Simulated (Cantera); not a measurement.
An isothermal, constant-pressure homogeneous reactor starts with C2H6 : N2 = 1 : 2.3 (molar parts), at 1173 K and 190 Pa.

Computed with Cantera and GRI-Mech 3.0 (53 species, 325 reactions). GRI-Mech 3.0 stops at C3 and has no aromatics, soot or wall deposition, so with more carbon than oxygen in the feed, carbon stays in small species such as C2H2 where larger ones or solid carbon would form. Radical loss at walls, strong at low pressure, is not modelled.

Question: Predict: x(C2H6) at 90.0 s; x(C2H4) at 90.0 s; x(H2) at 90.0 s.

Answer: 
| Item | Result |
|---|---|
| x(C2H6) at 90.0 s | 8.92e-6 (gas-phase equilibrium 2.65e-7) |
| x(C2H4) at 90.0 s | 0.107 (gas-phase equilibrium 0.00182) |
| x(H2) at 90.0 s | 0.228 (gas-phase equilibrium 0.363) |
